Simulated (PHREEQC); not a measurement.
A made-up water analysis in mg/L, 25 °C, pH 2.63, pe 12.8:

```json
[
 {"constituent": "Na", "mg/L": "35.1"},
 {"constituent": "K", "mg/L": "18.2"},
 {"constituent": "Ca", "mg/L": "830"},
 {"constituent": "Mg", "mg/L": "41"},
 {"constituent": "Cl", "mg/L": "383"},
 {"constituent": "S(6) as SO4", "mg/L": "1990"},
 {"constituent": "N(5) as NO3", "mg/L": "0.19"},
 {"constituent": "Li", "mg/L": "1.49"},
 {"constituent": "Zn", "mg/L": "16.7"}
]
```

Valence states are taken as typed.

All values are PHREEQC results (ion-association model, wateq4f.dat), not measurements.

Task: The ionic strength comes out as 0.0638 mol/kgw. What activity coefficients do HSO4-, ZnCl+, Li+, SO4-2, K+ get?

Result: HSO4- 0.81, ZnCl+ 0.80, Li+ 0.82, SO4-2 0.43, K+ 0.80.

This is a speciation only: nothing precipitates in the calculation. Examples of supersaturated solids here: Gypsum. Others may be too. Species that the database lacks are ignored.
